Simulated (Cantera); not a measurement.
A perfectly stirred reactor is fed with C₃H₈ : O₂ : N₂ : CO₂ = 1 : 3.85 : 14.5 : 3.7 (molar parts), at 5.90 bar; it is adiabatic with a 498 K inlet, and is followed from long to short residence time, starting on the burning branch (τ in s: 0.37, 0.11, 0.031, 0.0092, 0.0027, 0.00078, 0.00023, 6.6e-05, 1.9e-05, 5.7e-06).

Detailed kinetics in Cantera: GRI-Mech 3.0 (53 species, 325 reactions). GRI-Mech 3.0 was tuned for natural gas; its chemistry of propane as a main component is partial and can be far from experiment.

One state of this run: T (K) = 1915; x C₃H₈ = 2.60e-6; x O₂ = 0.000547; x CO₂ = 0.188; x HO₂ = 4.93e-7; x C₂H₂ = 0.000184; x HCO = 1.67e-7. x: mole fraction; the columns are a selection and need not sum to one.

### Question
Which value of τ (s) does it belong to?
(A) 0.00078
(B) 0.0092
(C) 5.7e-6
(D) 0.11

### Answer
B, 0.0092
